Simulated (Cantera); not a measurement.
# Transport properties of process gases

Gas mixture: 100 % N2O, at 0.0306 atm, frozen composition.

Cantera's kinetic-theory transport with the Lennard-Jones parameters of GRI-Mech 3.0, ideal gas; thermal conductivity in the multicomponent form. The composition is frozen, though it would react at the higher temperatures.

```
T (K)  ρ (kg/m³)  cp (J/kg/K)  μ (µPa s)  λ (mW/m/K)     Pr  D (cm²/s) N2  D (cm²/s) C2H2  D (cm²/s) OH
-----  ---------  -----------  ---------  ----------  -----  ------------  --------------  ------------
400       0.0410        970.3       19.5        25.3  0.746          8.62            6.87          13.4
550       0.0298         1073       25.5        36.7  0.745          15.1            12.3          23.4
700       0.0234         1150       30.8        47.7  0.743          22.9            18.9          35.4
850       0.0193         1210       35.6        58.1  0.741          31.9            26.5          49.2
1000      0.0164         1255       40.0        67.9  0.740          42.0            35.1          64.8
1150      0.0143         1285       44.1        76.8  0.738          53.1            44.6          81.9
1300      0.0126         1311       48.0        85.5  0.737          65.2            55.0           100
```
D: mixture-averaged diffusion coefficient of that species in the mixture.
